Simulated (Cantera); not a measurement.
A closed system holds: 1 mol CHF3, equilibrated at 15.0 Pa.

Equilibrium computed with Cantera from the NASA thermochemical tables; the gas is ideal and each condensed phase is pure. Candidate condensed phases: C, C6H6, C7H8, C8H18; 95 gas species. Gases not in the tables: C2F6 and larger saturated fluorocarbons. Kinetics and transport are ignored.

x: gas mole fraction; n: condensed amount in mol.

```tsv
T (K)	x F	x HF	x CF4	x CF2	x CF	n C(graphite)
1848	0.117	0.573	0.203	0.105	0.000239	0.458
1898	[?]	[?]	[?]	[?]	[?]	0.451
1948	[?]	[?]	[?]	0.169	[?]	0.461
1998	0.358	0.429	0.0369	0.172	0.00165	0.504
2048	0.436	0.397	0.0126	0.150	0.00255	0.580
2098	0.497	0.377	0.00359	0.118	0.00366	0.665
2148	0.543	0.363	0.000940	0.0872	0.00496	0.743
2198	0.577	0.354	0.000238	0.0621	0.00649	0.805
2248	0.600	0.348	5.96e-5	0.0434	0.00823	0.851
2298	0.616	0.343	1.51e-5	0.0300	0.0102	0.881
2348	0.627	0.339	3.92e-6	0.0207	0.0124	0.900
2398	0.632	0.336	1.05e-6	0.0143	0.0149	0.907
```

**Question.** Complete the blanks.

**Answer.** 
- 1898, x F: 0.184
- 1898, x HF: 0.527
- 1898, x CF4: 0.144
- 1898, x CF2: 0.142
- 1898, x CF: 0.000502
- 1948, x F: 0.269
- 1948, x HF: 0.475
- 1948, x CF4: 0.0833
- 1948, x CF: 0.000959
